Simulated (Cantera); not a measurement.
Mixture: 17.3 % CO, 0.863 % H2, 10.8 % O2, 71.1 % N2, at 5250 Torr, adiabatic and at constant volume. Ignition delay is the time to a rise of 400 K.

Detailed kinetics in Cantera: GRI-Mech 3.0 (53 species, 325 reactions). The hydrogen kinetics of GRI-Mech 3.0 are dated; newer H2 mechanisms differ, most at raised pressure. Where the delays flatten at high temperature, the 400 K rule measures the pace of heat release, not the induction time.

### Question
Predict: delay at 1200 K; delay at 1300 K; delay at 1400 K; delay at 1500 K; delay at 1600 K; delay at 1700 K.

### Answer
```json
{
 "delay at 1200 K": "90.7 µs",
 "delay at 1300 K": "34.9 µs",
 "delay at 1400 K": "21.4 µs",
 "delay at 1500 K": "15.9 µs",
 "delay at 1600 K": "13.1 µs",
 "delay at 1700 K": "11.6 µs"
}
```
